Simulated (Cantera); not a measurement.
## Ammonia decomposition in nitride growth gas

A perfectly stirred reactor is fed with 89.3 % NH3, 10.7 % N2, at 120 Torr; it is held at 1825 K, and followed from long to short residence time.

Model: the gas-phase N/H chemistry of the illustrative SiF4/NH3 mechanism in the Surface Chemkin manual (1991), integrated in Cantera. Walls and surfaces, which speed up NH3 decomposition in real reactors, are not modelled.

| τ (s) | x NH3 | x NH2 | x N | x H2 | x H | x N2H4 | x NH |
|---|---|---|---|---|---|---|---|
| 16 | 0.0641 | 8.54e-5 | 1.74e-7 | 0.656 | 0.000323 | 2.57e-9 | 1.89e-6 |
| 6.9 | 0.126 | 0.000136 | 1.77e-7 | 0.607 | 0.000241 | 6.53e-9 | 2.41e-6 |
| 3.0 | 0.233 | 0.000206 | 1.73e-7 | 0.522 | 0.000170 | 1.49e-8 | 2.94e-6 |
| 1.3 | 0.390 | 0.000290 | 1.61e-7 | 0.398 | 0.000109 | 2.97e-8 | 3.39e-6 |
| 0.59 | 0.558 | 0.000367 | 1.42e-7 | 0.265 | 6.46e-5 | 4.78e-8 | 3.63e-6 |
| 0.26 | 0.705 | 0.000432 | 1.12e-7 | 0.149 | 3.39e-5 | 6.60e-8 | 3.62e-6 |
| 0.11 | 0.802 | 0.000479 | 7.41e-8 | 0.0714 | 1.60e-5 | 8.13e-8 | 3.34e-6 |
| 0.050 | 0.850 | 0.000507 | 4.19e-8 | 0.0340 | 7.72e-6 | 9.10e-8 | 2.95e-6 |
| 0.022 | 0.874 | 0.000520 | 1.99e-8 | 0.0150 | 3.52e-6 | 9.58e-8 | 2.57e-6 |
| 0.0097 | 0.884 | 0.000513 | 8.75e-9 | 0.00632 | 1.58e-6 | 9.32e-8 | 2.24e-6 |
x: mole fraction; the columns are a selection and need not sum to one.
